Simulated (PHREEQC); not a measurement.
A made-up water analysis in mg/L, 25 °C, pH 6.63, pe -0.9: Na 7.48; K 5.06; Ca 15.6; Mg 6.97; Cl 29.8; S(6) as SO4 19.3; Alkalinity as HCO3 32.9; F 0.012; Fe(2) 0.375.

Valence states are taken as typed.

All values are PHREEQC results (ion-association model, wateq4f.dat), not measurements.

No solid was allowed to form.

Question: Order these Fe species by the share of Fe that they hold, largest first: FeHCO3+, FeOH+, FeCO3, Fe+2, FeSO4.

Answer: Fe+2 (94 %), FeHCO3+ (4.0 %), FeSO4 (2.0 %), FeCO3 (0.18 %), FeOH+ (0.11 %)

The pH is 6.63 and the ionic strength 0.00261 mol/kgw. Fluoro complexes past AlF4- and FeF3 are missing from the database.
